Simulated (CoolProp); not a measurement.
Vapour pressure (kPa) of hexamethyldisiloxane (MM): the reference equation beside estimates from Tc = 518.7 K, pc = 1931 kPa, ω = 0.418. Clausius-Clapeyron is anchored at 360.8 K with a constant enthalpy of vaporisation of 32.37 kJ/mol.

Model: reference Helmholtz-energy equation of state, Thol 2016, in CoolProp.

| T (K) | reference | Clausius-Clapeyron | van der Waals | Soave-Redlich-Kwong | Peng-Robinson |
|---|---|---|---|---|---|
| 272.6 | 1.309 | 2.091 | 74.64 | 1.310 | 1.426 |
| 290.2 | 3.675 | 4.973 | 110.7 | 3.650 | 3.874 |
| 307.9 | 8.966 | 10.75 | 157.6 | 8.883 | 9.245 |
| 325.5 | 19.34 | 21.30 | 216.3 | 19.17 | 19.65 |
| 343.2 | 38.00 | 39.47 | 288.6 | 37.78 | 38.26 |
| 360.8 | 68.65 | 68.65 | 374.8 | 68.55 | 68.78 |
| 378.5 | 116.4 | 113.7 | 477.0 | 116.8 | 116.4 |
| 396.2 | 186.5 | 180.0 | 595.6 | 188.3 | 186.7 |
| 413.8 | 284.6 | 273.4 | 730.8 | 288.9 | 285.6 |
| 431.5 | 418.6 | 402.2 | 884.8 | 427.0 | 421.5 |
| 449.1 | 594.6 | 572.7 | 1057 | 608.8 | 600.9 |
| 466.8 | 823.7 | 795.6 | 1249 | 844.7 | 834.9 |
| 484.5 | 1116 | 1079 | 1462 | 1143 | 1133 |

Absolute difference from the reference over all 13 rows, mean and median: Clausius-Clapeyron 11.8 and 3.9 %, van der Waals 1019.5 and 309.8 %, Soave-Redlich-Kwong 1.2 and 0.9 %, Peng-Robinson 1.9 and 1.1 %.
